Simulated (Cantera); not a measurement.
A perfectly stirred reactor is fed with N₂O : N₂ = 1 : 3.7 (molar parts), at 0.859 atm; it is held at 1450 K, and followed from long to short residence time.

Computed with Cantera and GRI-Mech 3.0 (53 species, 325 reactions). GRI-Mech 3.0 was tuned for natural gas; its chemistry of N2O as a main component is partial and can be far from experiment. The temperature is held fixed by assumption; the heat of reaction is taken as removed at once.

```csv
quantity,before,after
x(N₂O) at τ = 8.20 s,0.00161,0.0885
x(N₂) at τ = 8.20 s,0.898,0.852
x(NO) at τ = 8.20 s,0.00995,0.00739
x(O₂) at τ = 8.20 s,0.0904,0.0524
x(O) at τ = 8.20 s,5.60e-6,4.89e-7
x(N₂O) at τ = 98.0 ms,0.0639,0.209
x(N₂) at τ = 98.0 ms,0.857,0.789
x(NO) at τ = 98.0 ms,0.0242,0.000325
x(O₂) at τ = 98.0 ms,0.0550,0.00176
x(O) at τ = 98.0 ms,2.87e-5,7.62e-7
```

Problem. Name the change that produced these shifts.
A) temperature 1450 to 1348 K
B) N2O 1 to 0.42 parts
C) temperature 1450 to 1150 K
D) N2O 1 to 0.27 parts

Solution. C, temperature 1450 to 1150 K
